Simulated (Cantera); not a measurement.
Input (Python, Cantera):

```python
import numpy as np
import cantera as ct

gas = ct.Solution("gri30.yaml")
gas.TPX = 1275, 57000, {'N2O': 1, 'H2': 0.0036, 'N2': 8}
inlet = ct.Reservoir(gas, clone=True)

reactor = ct.IdealGasConstPressureReactor(gas, energy="off", clone=False)
exhaust = ct.Reservoir(gas, clone=True)
tau = [0.32, 0.099, 0.031, 0.0098, 0.0031, 0.00096, 0.0003][0]
for a, b in ((inlet, reactor), (reactor, exhaust)):
    ct.MassFlowController(a, b, mdot=lambda t: reactor.mass / tau)
net = ct.ReactorNet([reactor])
show = ['N2O', 'H2', 'OH', 'H2O2', 'NO2']

rows = []
print(f"{'tau/s':>10s}{'T/K':>9s}" + "".join(f"{s:>11s}" for s in show))
for tau in [0.32, 0.099, 0.031, 0.0098, 0.0031, 0.00096, 0.0003]:
    net.initial_time = 0.0
    net.advance(30 * tau)
    before = gas.X
    net.advance(40 * tau)
    drift = np.max(np.abs(gas.X - before) / (gas.X + 1e-9))
    rows.append([gas.T, *gas[show].X, drift])
    print(f"{tau:10.3e}{gas.T:9.1f}" + "".join(f"{x:11.3e}" for x in gas[show].X))
```

Result:

```
     tau/s      T/K        N2O         H2         OH       H2O2        NO2
 3.200e-01   1275.0  7.800e-02  1.119e-05  5.951e-06  6.326e-10  2.823e-05
 9.900e-02   1275.0  9.764e-02  2.846e-05  7.522e-06  1.021e-09  1.847e-05
 3.100e-02   1275.0  1.062e-01  6.773e-05  9.341e-06  1.785e-09  1.134e-05
 9.800e-03   1275.0  1.093e-01  1.447e-04  1.087e-05  3.340e-09  4.686e-06
 3.100e-03   1275.0  1.105e-01  2.563e-04  1.098e-05  4.440e-09  1.115e-06
 9.600e-04   1275.0  1.109e-01  3.546e-04  7.806e-06  2.386e-09  1.303e-07
 3.000e-04   1275.0  1.110e-01  3.925e-04  3.157e-06  2.574e-10  4.283e-09
```

Detailed kinetics in Cantera: GRI-Mech 3.0 (53 species, 325 reactions). GRI-Mech 3.0 was tuned for natural gas; its chemistry of N2O as a main component is partial and can be far from experiment. The mechanism lacks the step 2 NO + O2 → 2 NO2, which can matter for NO2 below about 1400 K. The temperature is held fixed by assumption; the heat of reaction is taken as removed at once.
